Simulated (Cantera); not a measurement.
An isothermal, constant-pressure homogeneous reactor starts with H2 : O2 : N2 = 0.47 : 1 : 9.5 (molar parts), equivalence ratio 0.23, at 825 K and 300 Torr. Integrator tolerance rtol = 1e-08.

Detailed kinetics in Cantera: the H2/O2 subset of GRI-Mech 3.0, which has no nitrogen chemistry. Below about 950 K walls govern HO2 and H2O2 in real vessels. The temperature is held fixed by assumption; the heat of reaction is taken as removed at once.

### Question
What does this change do: pressure from 300 Torr to 100.0 Torr?

### Answer
```
quantity                                            before                                     after
----------------  ----------------------------------------  ----------------------------------------
x(H2) at 8.00 s      0.0428 (gas-phase equilibrium <1e-12)    0.00235 (gas-phase equilibrium <1e-12)
x(O2) at 8.00 s      0.0911 (gas-phase equilibrium 0.0713)     0.0723 (gas-phase equilibrium 0.0713)
x(H) at 8.00 s      1.51e-9 (gas-phase equilibrium <1e-12)    3.18e-8 (gas-phase equilibrium <1e-12)
x(OH) at 8.00 s   1.73e-10 (gas-phase equilibrium 1.16e-9)   3.98e-8 (gas-phase equilibrium 1.53e-9)
x(HO2) at 8.00 s  1.87e-6 (gas-phase equilibrium 7.33e-12)  4.37e-6 (gas-phase equilibrium 5.57e-12)
```
Radical loss at walls, strong at low pressure, is not modelled.

### Question
What does this change do: temperature 825 to 1275 K?

### Answer
| quantity | before | after |
|---|---|---|
| x(H2) at 8.00 s | 0.0428 (gas-phase equilibrium <1e-12) | 1.44e-8 (gas-phase equilibrium 1.44e-8) |
| x(O2) at 8.00 s | 0.0911 (gas-phase equilibrium 0.0713) | 0.0713 (gas-phase equilibrium 0.0713) |
| x(H) at 8.00 s | 1.51e-9 (gas-phase equilibrium <1e-12) | 1.41e-10 (gas-phase equilibrium 1.41e-10) |
| x(OH) at 8.00 s | 1.73e-10 (gas-phase equilibrium 1.16e-9) | 4.98e-6 (gas-phase equilibrium 4.98e-6) |
| x(HO2) at 8.00 s | 1.87e-6 (gas-phase equilibrium 7.33e-12) | 6.88e-9 (gas-phase equilibrium 6.88e-9) |
